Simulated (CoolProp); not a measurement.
Vapour pressure (kPa) of sulfur hexafluoride: the reference equation beside estimates from Tc = 45.6 °C, pc = 3755 kPa, ω = 0.210. Clausius-Clapeyron is anchored at -1.05 °C with a constant enthalpy of vaporisation of 12.38 kJ/mol.

Model: reference Helmholtz-energy equation of state, Guder 2009, in CoolProp.

| T (°C) | reference | Lee-Kesler | Clausius-Clapeyron | van der Waals | Peng-Robinson |
|---|---|---|---|---|---|
| -30.75 | [?] | [?] | 621.8 | 1134 | 484.2 |
| -20.85 | 670.7 | 681.4 | 791.3 | 1371 | [?] |
| -10.95 | [?] | 925.5 | 988.8 | 1636 | 920.7 |
| -1.05 | 1216 | 1228 | 1216 | 1931 | 1225 |
| 8.95 | 1590 | 1602 | 1476 | [?] | 1603 |
| 18.85 | 2040 | 2050 | 1765 | 2620 | [?] |
| 28.75 | 2579 | 2587 | [?] | 3012 | 2599 |
| 38.65 | 3225 | 3231 | 2440 | 3437 | 3241 |

Fill in the missing entries.


- -30.75, reference: 479.5
- -30.75, Lee-Kesler: 488.2
- -20.85, Peng-Robinson: 676.4
- -10.95, reference: 913.5
- 8.95, van der Waals: 2261
- 18.85, Peng-Robinson: 2057
- 28.75, Clausius-Clapeyron: 2087

Absolute difference from the reference over all 8 rows, mean and median: Lee-Kesler 0.9 and 0.9 %, Clausius-Clapeyron 15.0 and 15.7 %, van der Waals 59.1 and 50.5 %, Peng-Robinson 0.8 and 0.8 %.
